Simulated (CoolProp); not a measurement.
A single-stage vapour-compression cycle with the fluid: evaporating at 327.15 K (dew point), condensing at 386.15 K (bubble point), superheat 8 K, subcooling 5 K, compressor efficiency 0.75, no pressure losses. The same conditions are run with several fluids, on thermodynamics alone (safety and materials aside).

The numbers come from the reference Helmholtz-energy equation of state of each fluid (methanol: de Reuck 1993; ethanol: Schroeder 2014; R141b: Lemmon 2006; R236FA: Pan 2012; cyclopropane: Polt 1992; R1224YDZ: Akasaka 2023) in CoolProp. The equations of Platzer and Polt are older, rougher fits.

### Question
Rank methanol, ethanol, R141b, R236FA, cyclopropane, R1224YDZ by cooling COP, highest first.

### Answer
ethanol (3.62), methanol (3.57), R141b (3.35), R1224YDZ (2.84), cyclopropane (2.61), R236FA (2.24)

```json
[
 {"fluid": "methanol", "pressure ratio": "7.94", "discharge temperature (K)": "498.9", "refrigerating effect (kJ/kg)": "985", "volumetric capacity (kJ/m³)": "771"},
 {"fluid": "ethanol", "pressure ratio": "9.68", "discharge temperature (K)": "456.3", "refrigerating effect (kJ/kg)": "738", "volumetric capacity (kJ/m³)": "440"},
 {"fluid": "R141b", "pressure ratio": "4.34", "discharge temperature (K)": "399.1", "refrigerating effect (kJ/kg)": "151", "volumetric capacity (kJ/m³)": "1390"},
 {"fluid": "R236FA", "pressure ratio": "3.88", "discharge temperature (K)": "391.2", "refrigerating effect (kJ/kg)": "56.9", "volumetric capacity (kJ/m³)": "2380"},
 {"fluid": "cyclopropane", "pressure ratio": "3.09", "discharge temperature (K)": "409.9", "refrigerating effect (kJ/kg)": "210", "volumetric capacity (kJ/m³)": "5760"},
 {"fluid": "R1224YDZ", "pressure ratio": "4.09", "discharge temperature (K)": "389.0", "refrigerating effect (kJ/kg)": "86.1", "volumetric capacity (kJ/m³)": "1900"}
]
```
